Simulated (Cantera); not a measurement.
A closed system holds: 1 mol Al, a varied amount of HCl, 380 mol H2, at 1125 K and 530 Pa.

Method: chemical equilibrium by Gibbs-energy minimisation in Cantera with the NASA 1993 tables (ideal gas, pure condensed phases). Candidate condensed phases: Al, AlCl3; 12 gas species. The tables' values for AlCl2 are old estimates; treat these amounts as uncertain. Equilibrium is a limit: real reactors are often held back by kinetics, nucleation or transport.

log p: log10 of the partial pressure in bar; nothing condenses.

| n(HCl) (mol) | log p H2 | log p HCl | log p AlCl3 | log p AlCl | log p AlCl2 |
|---|---|---|---|---|---|
| 1.2 | -2.28 | -5.96 | -6.19 | -4.89 | -6.40 |
| 1.4 | -2.28 | -5.75 | -5.80 | -4.93 | -6.22 |
| 1.7 | -2.28 | -5.57 | -5.51 | -5.00 | -6.11 |
| 2 | -2.28 | (withheld) | (withheld) | (withheld) | -6.06 |
| 2.4 | -2.28 | (withheld) | (withheld) | (withheld) | -6.05 |
| 2.9 | -2.28 | -5.14 | -5.04 | -5.40 | -6.08 |
| 3.5 | -2.28 | -4.94 | -4.95 | -5.71 | -6.19 |
| 4.2 | -2.28 | -4.73 | -4.90 | -6.08 | -6.35 |
| 5 | -2.28 | -4.54 | -4.88 | -6.43 | -6.52 |

Question: Complete the blanks.

Answer: 
- 2, log p HCl: -5.44
- 2, log p AlCl3: -5.33
- 2, log p AlCl: -5.08
- 2.4, log p HCl: -5.30
- 2.4, log p AlCl3: -5.17
- 2.4, log p AlCl: -5.21
